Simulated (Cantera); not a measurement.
A closed system holds: 1 mol Na2CO3, 0.28 mol C, 0.046 mol CO2, at 727 °C.

Equilibrium computed with Cantera from the NASA thermochemical tables; the gas is ideal and each condensed phase is pure. Candidate condensed phases: C, Na, NaO2, Na2CO3, Na2O, Na2O2; 16 gas species. Rates play no part.

**Question.** What share of the Na ends up in condensed phases as a function of P (Pa), at 10, 52, 270, 1400, 7200, 37000, 190000, 1000000?

**Answer.** 
```
P (Pa)   Na condensed (%)         as
-------  ----------------  ---------
10                   86.3  Na2CO3(s)
52                   88.1  Na2CO3(s)
270                  98.8  Na2CO3(s)
1400                100.0  Na2CO3(s)
7200                100.0  Na2CO3(s)
37000               100.0  Na2CO3(s)
190000              100.0  Na2CO3(s)
1000000             100.0  Na2CO3(s)
```
